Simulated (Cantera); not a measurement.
Cantera run, input and output.

```python
import numpy as np
import cantera as ct

gas = ct.Solution("gri30.yaml")
gas.TPX = 400, 550000, {'CH3OH': 1, 'O2': 1.15, 'N2': 4.34}
flame = ct.FreeFlame(gas, width=0.012)
flame.set_refine_criteria(ratio=3, slope=0.08, curve=0.16)
flame.transport_model = "mixture-averaged"
flame.solve(loglevel=0, auto=True)
z, T = flame.grid, flame.T
thick = (T[-1] - T[0]) / np.gradient(T, z).max()
show = ['CH3OH', 'O2', 'N2O', 'H2', 'C2H4', 'C2H']
print(f"laminar burning velocity  {flame.velocity[0] * 100:.3f} cm/s")
print(f"burnt temperature         {T[-1]:.1f} K")
print(f"thermal thickness         {thick * 1e3:.4f} mm")
print(f"grid points               {len(z)}")
z0 = z[flame.heat_release_rate.argmax()]
print(f"{'z/mm':>9s}{'T/K':>9s}{'u/(m/s)':>9s}" + "".join(f"{s:>11s}" for s in show))
rows = []
for k in (-3, -2, -1.5, -1, -0.5, -0.25, 0, 0.25, 0.5, 1, 2, 4, 8):
    zz = z0 + k * thick
    rows.append([k * thick, np.interp(zz, z, T), np.interp(zz, z, flame.velocity),
                 *(np.interp(zz, z, flame.X[gas.species_index(s)]) for s in show)])
    print(f"{rows[-1][0] * 1e3:9.3f}{rows[-1][1]:9.1f}{rows[-1][2]:9.3f}" + "".join(f"{x:11.3e}" for x in rows[-1][3:]))
```

It prints:

```
laminar burning velocity  52.606 cm/s
burnt temperature         2158.9 K
thermal thickness         0.0665 mm
grid points               143
     z/mm      T/K  u/(m/s)      CH3OH         O2        N2O         H2       C2H4        C2H
   -0.199    400.4    0.528  1.536e-01  1.766e-01  2.641e-12  3.225e-03  8.194e-11  3.110e-34
   -0.133    403.3    0.535  1.528e-01  1.755e-01  3.308e-11  8.093e-03  9.709e-10  2.380e-31
   -0.100    417.2    0.557  1.512e-01  1.733e-01  2.540e-10  1.412e-02  7.107e-09  1.421e-28
   -0.066    508.9    0.691  1.440e-01  1.641e-01  2.819e-09  2.504e-02  7.390e-08  2.326e-24
   -0.033    918.7    1.303  1.046e-01  1.258e-01  2.531e-08  4.039e-02  6.151e-07  9.325e-17
   -0.017   1302.3    1.911  5.730e-02  8.737e-02  5.820e-08  4.819e-02  1.359e-06  1.573e-12
    0.000   1700.4    2.580  7.402e-03  4.554e-02  1.064e-07  5.125e-02  2.277e-06  4.564e-10
    0.017   1868.1    2.842  5.439e-05  2.122e-02  1.276e-07  4.160e-02  5.646e-07  1.814e-09
    0.033   1943.3    2.941  3.404e-07  9.578e-03  1.200e-07  3.634e-02  2.993e-08  7.071e-10
    0.066   2020.8    3.037  6.925e-09  2.967e-03  9.106e-08  3.556e-02  7.218e-11  3.017e-11
    0.133   2083.6    3.118  2.221e-11  9.856e-04  6.004e-08  3.652e-02  6.827e-14  2.133e-13
    0.266   2124.3    3.172  1.552e-13  3.268e-04  3.563e-08  3.667e-02  3.990e-16  1.051e-15
    0.532   2145.6    3.200  1.058e-13  9.041e-05  1.906e-08  3.660e-02  6.123e-18  1.024e-17
```

Cantera simulation using GRI-Mech 3.0 (53 species, 325 reactions); the numbers are that mechanism's predictions, not measurements. GRI-Mech 3.0 was tuned for natural gas; its chemistry of methanol as a main component is partial and can be far from experiment. Burning velocities carry a grid error of a few per cent, more on coarse grids.
